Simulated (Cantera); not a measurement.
**Equilibrium for nitride etching: BN + O2 + H2**

A closed system holds: 1 mol BN, 2 mol O2, 0.42 mol H2, at 1.30 mbar.

Cantera equilibrium calculation (NASA polynomials, part measured and part estimated; ideal gas, pure solids and liquids). Candidate condensed phases: B, BN, B2O3, B3O3H3, H2O; 39 gas species. Gases not in the tables: H3BO3. Kinetics and transport are ignored.

| T (K) | x O2 | x HBO2 | x N2 | x H2O | x B2O3 | x BO2 | x O | x OH | n B2O3(l) |
|---|---|---|---|---|---|---|---|---|---|
| 1075 | 0.530 | 0.00144 | 0.255 | 0.213 | 7.20e-8 | 3.86e-8 | 2.65e-8 | 4.36e-6 | 0.498 |
| 1175 | 0.529 | 0.00734 | 0.254 | 0.210 | 3.07e-6 | 9.13e-7 | 2.94e-7 | 2.03e-5 | 0.493 |
| 1275 | 0.523 | 0.0279 | 0.251 | 0.197 | 7.07e-5 | 1.30e-5 | 2.24e-6 | 7.26e-5 | 0.472 |
| 1375 | 0.508 | 0.0810 | 0.244 | 0.165 | 0.00101 | 0.000124 | 1.26e-5 | 0.000201 | 0.415 |
| 1475 | 0.478 | 0.175 | 0.230 | 0.106 | 0.00992 | 0.000852 | 5.50e-5 | 0.000417 | 0.288 |
| 1575 | 0.420 | 0.257 | 0.202 | 0.0415 | 0.0717 | 0.00448 | 0.000193 | 0.000588 | 0.00105 |
| 1675 | 0.418 | 0.247 | 0.202 | 0.0461 | 0.0750 | 0.00850 | 0.000612 | 0.00130 | 0 |
| 1775 | 0.414 | 0.236 | 0.201 | 0.0506 | 0.0769 | 0.0149 | 0.00171 | 0.00263 | 0 |
| 1875 | 0.408 | 0.223 | 0.199 | 0.0545 | 0.0774 | 0.0243 | 0.00426 | 0.00489 | 0 |
| 1975 | 0.397 | 0.209 | 0.197 | 0.0577 | 0.0763 | 0.0372 | 0.00963 | 0.00849 | 0 |
| 2075 | 0.382 | 0.193 | 0.194 | 0.0595 | 0.0733 | 0.0538 | 0.0200 | 0.0138 | 0 |
x: gas mole fraction; n: condensed amount in mol.

From 1075 K to 1575 K the condensed part is B2O3(l). From 1675 K to 2075 K nothing is condensed.
